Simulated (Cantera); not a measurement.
Mixture: CH₃OH : O₂ : N₂ : H₂O = 1 : 2.94 : 15.3 : 0.94 (molar parts), at 110000 Pa, adiabatic and at constant volume. Ignition delay is the time to a rise of 400 K.

Detailed kinetics in Cantera: GRI-Mech 3.0 (53 species, 325 reactions). GRI-Mech 3.0 was tuned for natural gas; its chemistry of methanol as a main component is partial and can be far from experiment.

**Question.** What does this change do: constant pressure in place of constant volume?

**Answer.** 
| quantity | before | after |
|---|---|---|
| delay at 1075 K | 97.7 ms | 99.4 ms |
| delay at 1175 K | 14.6 ms | 15.0 ms |
| delay at 1275 K | 3.03 ms | 3.20 ms |
| delay at 1375 K | 0.832 ms | 0.917 ms |
| apparent activation energy between 1325 and 1425 K | 180 kJ/mol | 180 kJ/mol |
